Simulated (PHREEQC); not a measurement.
MgCl2 is added in steps, without added water, to 1 kg of water holding 0.048 mol/kgw SrCl2, 9.2e-06 mol/kgw CO2 and 4e-05 mol/kgw H4SiO4, at 80 °C. Oxygen alone is held at its pressure in air (log pO2 = -0.68). The system is closed to CO2. Only these solids could form: Brucite, Strontianite, Magnesite, Chalcedony.

Base run: PHREEQC, ion-association model, wateq4f.dat. Each further column changes one thing. The table gives pH.

```json
[
 {"MgCl2 added (mol)": "0", "base": "5.56", "Debye-Hückel limiting law": "5.66", "Davies equation for every ion": "5.58", "all activity coefficients set to 1": "5.42"},
 {"MgCl2 added (mol)": "0.02719", "base": "5.50", "Debye-Hückel limiting law": "5.67", "Davies equation for every ion": "5.53", "all activity coefficients set to 1": "5.31"},
 {"MgCl2 added (mol)": "0.05437", "base": "5.45", "Debye-Hückel limiting law": "5.68", "Davies equation for every ion": "5.48", "all activity coefficients set to 1": "5.25"},
 {"MgCl2 added (mol)": "0.08156", "base": "5.42", "Debye-Hückel limiting law": "5.69", "Davies equation for every ion": "5.45", "all activity coefficients set to 1": "5.20"},
 {"MgCl2 added (mol)": "0.1087", "base": "5.39", "Debye-Hückel limiting law": "5.70", "Davies equation for every ion": "5.41", "all activity coefficients set to 1": "5.16"},
 {"MgCl2 added (mol)": "0.1359", "base": "5.36", "Debye-Hückel limiting law": "5.72", "Davies equation for every ion": "5.38", "all activity coefficients set to 1": "5.13"},
 {"MgCl2 added (mol)": "0.1541", "base": "5.35", "Debye-Hückel limiting law": "5.72", "Davies equation for every ion": "5.36", "all activity coefficients set to 1": "5.11"},
 {"MgCl2 added (mol)": "0.1812", "base": "5.32", "Debye-Hückel limiting law": "5.74", "Davies equation for every ion": "5.32", "all activity coefficients set to 1": "5.08"},
 {"MgCl2 added (mol)": "0.2084", "base": "5.30", "Debye-Hückel limiting law": "5.75", "Davies equation for every ion": "5.29", "all activity coefficients set to 1": "5.06"},
 {"MgCl2 added (mol)": "0.2356", "base": "5.28", "Debye-Hückel limiting law": "5.76", "Davies equation for every ion": "5.26", "all activity coefficients set to 1": "5.04"},
 {"MgCl2 added (mol)": "0.2628", "base": "5.26", "Debye-Hückel limiting law": "5.77", "Davies equation for every ion": "5.23", "all activity coefficients set to 1": "5.02"},
 {"MgCl2 added (mol)": "0.29", "base": "5.24", "Debye-Hückel limiting law": "5.78", "Davies equation for every ion": "5.20", "all activity coefficients set to 1": "5.00"}
]
```

The ionic strength passes 0.7 mol/kgw, the rough limit of the ion-association models, in part of: base; Debye-Hückel limiting law; Davies equation for every ion; all activity coefficients set to 1. Away from 25 °C the constants follow the database's enthalpies or fits; those with neither stay at their 25 °C values.
